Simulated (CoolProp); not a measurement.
Properties of R142b along the isobar 0.723 MPa (Tc = 137.1 °C, pc = 4.055 MPa, ω = 0.232).

Computed with CoolProp (reference Helmholtz-energy equation of state, Lemmon 2006). It is a short technical equation, of lower accuracy than the large ones.

| T (°C) | phase | density (kg/m³) | cv (kJ/(kg K)) | speed of sound (m/s) | Joule-Thomson coefficient (K/MPa) | conductivity (mW/(m K)) |
|---|---|---|---|---|---|---|
| 36.35 | liquid | 1083 | 0.8916 | 596.5 | -0.1570 | 77.7 |
| 50.25 | liquid | 1044 | 0.9118 | 535.1 | -0.06030 | 72.8 |
| 64.05 | gas | 29.94 | 0.8689 | 155.9 | 20.90 | 14.3 |
| 77.95 | gas | 28.10 | 0.8760 | 161.8 | 17.66 | 15.4 |
| 91.75 | gas | 26.56 | 0.8878 | 167.2 | 15.24 | 16.5 |
| 105.55 | gas | 25.24 | 0.9020 | 172.1 | 13.34 | 17.6 |
| 119.45 | gas | 24.07 | 0.9176 | 176.7 | 11.81 | 18.7 |
| 133.25 | gas | 23.03 | 0.9337 | 181.0 | 10.56 | 19.9 |
| 147.15 | gas | 22.09 | 0.9502 | 185.1 | 9.511 | 21.0 |

Thermal conductivity comes from a separate model (Huber 2003), an estimate that may be off by 10 % or more.
